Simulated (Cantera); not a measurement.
A freely propagating, adiabatic, planar premixed flame of CH₄ : O₂ : N₂ = 1 : 2 : 7.52 (molar parts), equivalence ratio 1.0, unburnt at 523 K and 1.50 bar; mixture-averaged transport, grid criteria slope 0.08 and curve 0.16, no radiation.

Detailed kinetics in Cantera: GRI-Mech 3.0 (53 species, 325 reactions). Burning velocities carry a grid error of a few per cent, more on coarse grids.

Q: What does this change do: N2 7.52 to 6 parts?

A: 
```csv
quantity,before,after
laminar burning velocity,88.5 cm/s,125 cm/s
thermal thickness,0.257 mm,0.199 mm
peak x(C₂H₆),0.000999,0.00119
peak x(HCO),5.34e-5,8.87e-5
```

Q: What does this change do: 0.17 parts H2 added?

A: 
```
quantity                     before      after
------------------------  ---------  ---------
laminar burning velocity  88.5 cm/s  99.0 cm/s
thermal thickness          0.257 mm   0.242 mm
peak x(C₂H₆)               0.000999   0.000993
peak x(HCO)                 5.34e-5    5.91e-5
```
